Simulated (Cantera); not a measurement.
Input (Python, Cantera):

```python
import numpy as np
import cantera as ct

gas = ct.Solution("gri30.yaml")
gas.TPX = 1350, 170000, {'CO': 0.012, 'O2': 0.0029, 'H2O': 0.084, 'N2': 1}
reactor = ct.IdealGasConstPressureReactor(gas, energy="off", clone=False)
net = ct.ReactorNet([reactor])
net.rtol, net.atol = 1e-08, 1e-18
show = ['CO', 'O2', 'H2O', 'CO2', 'O', 'H2O2']
times = np.geomspace(2e-06, 80, 14)

steps = ct.SolutionArray(gas, extra=["t"])
rows = []
print(f"{'t/s':>10s}{'T/K':>9s}{'P/Pa':>11s}" + "".join(f"{s:>11s}" for s in show))
for t in times:
    while net.time < t:
        t_next = net.step()
        steps.append(gas.state, t=t_next)
    rows.append([np.interp(t, steps.t, y) for y in (steps.T, steps.P, *steps(*show).X.T)])
    print(f"{t:10.3e}{rows[-1][0]:9.1f}{rows[-1][1]:11.4g}" + "".join(f"{x:11.3e}" for x in rows[-1][2:]))
rate = np.gradient(steps.T, steps.t)
print("integrator steps:", len(steps.t))
if steps.T.max() > steps.T[0] + 200:
    print(f"time of steepest temperature rise: {steps.t[rate.argmax()]:.4e} s")
gas.TPX = 1350, 170000, {'CO': 0.012, 'O2': 0.0029, 'H2O': 0.084, 'N2': 1}
gas.equilibrate("TP")
print(f"equilibrium (TP): T = {gas.T:.1f} K  " + "  ".join(f"{s} {gas[s].X[0]:.3e}" for s in show))
```

It prints:

```
       t/s      T/K       P/Pa         CO         O2        H2O        CO2          O       H2O2
 2.000e-06   1350.0    1.7e+05  1.092e-02  2.639e-03  7.644e-02  4.049e-11  3.788e-11  3.118e-15
 7.688e-06   1350.0    1.7e+05  1.092e-02  2.639e-03  7.644e-02  1.666e-10  1.268e-10  4.014e-14
 2.955e-05   1350.0    1.7e+05  1.092e-02  2.639e-03  7.644e-02  9.352e-10  3.212e-10  3.883e-13
 1.136e-04   1350.0    1.7e+05  1.092e-02  2.639e-03  7.644e-02  1.117e-08  8.175e-10  3.023e-12
 4.366e-04   1350.0    1.7e+05  1.092e-02  2.639e-03  7.644e-02  5.515e-07  1.447e-08  8.563e-11
 1.678e-03   1350.0    1.7e+05  7.417e-03  1.817e-03  7.430e-02  3.507e-03  6.782e-05  3.345e-07
 6.452e-03   1350.0    1.7e+05  1.402e-03  1.924e-05  7.230e-02  9.546e-03  1.388e-06  2.093e-08
 2.480e-02   1350.0    1.7e+05  1.219e-03  5.826e-07  7.219e-02  9.730e-03  3.876e-08  8.198e-10
 9.533e-02   1350.0    1.7e+05  1.195e-03  3.155e-08  7.218e-02  9.754e-03  1.992e-09  4.496e-11
 3.664e-01   1350.0    1.7e+05  1.189e-03  2.061e-09  7.217e-02  9.760e-03  1.225e-10  2.802e-12
 1.409e+00   1350.0    1.7e+05  1.188e-03  1.451e-10  7.217e-02  9.761e-03  8.585e-12  1.968e-13
 5.414e+00   1350.0    1.7e+05  1.188e-03  1.288e-11  7.217e-02  9.761e-03  1.214e-12  2.781e-14
 2.081e+01   1350.0    1.7e+05  1.188e-03  6.844e-12  7.217e-02  9.761e-03  8.771e-13  2.010e-14
 8.000e+01   1350.0    1.7e+05  1.188e-03  6.624e-12  7.217e-02  9.761e-03  8.485e-13  1.944e-14
integrator steps: 2150
equilibrium (TP): T = 1350.0 K  CO 1.188e-03  O2 6.476e-12  H2O 7.217e-02  CO2 9.761e-03  O 8.289e-13  H2O2 1.900e-14
```

Detailed kinetics in Cantera: GRI-Mech 3.0 (53 species, 325 reactions).
